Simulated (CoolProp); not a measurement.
Properties of R1132(E) along the isobar 1.01 bar (Tc = 75.7 °C, pc = 51.74 bar, ω = 0.245).

Computed with CoolProp (reference Helmholtz-energy equation of state, Akasaka 2024).

```tsv
T (°C)	phase	cv (kJ/(kg K))	isothermal compressibility (1/MPa)	expansivity (1/kK)	fugacity coefficient
63.85	gas	0.8794	9.978	3.046	0.9924
70.15	gas	0.8896	9.973	2.985	0.9928
76.45	gas	0.8997	9.969	2.928	0.9933
82.75	gas	0.9099	9.965	2.872	0.9937
89.05	gas	0.9200	9.961	2.819	0.9940
95.35	gas	0.9302	9.957	2.767	0.9944
101.65	gas	0.9403	9.954	2.718	0.9947
107.95	gas	0.9504	9.951	2.671	0.9950
114.25	gas	0.9604	9.948	2.625	0.9953
120.55	gas	0.9705	9.945	2.581	0.9956
126.85	gas	0.9805	9.943	2.538	0.9958
```
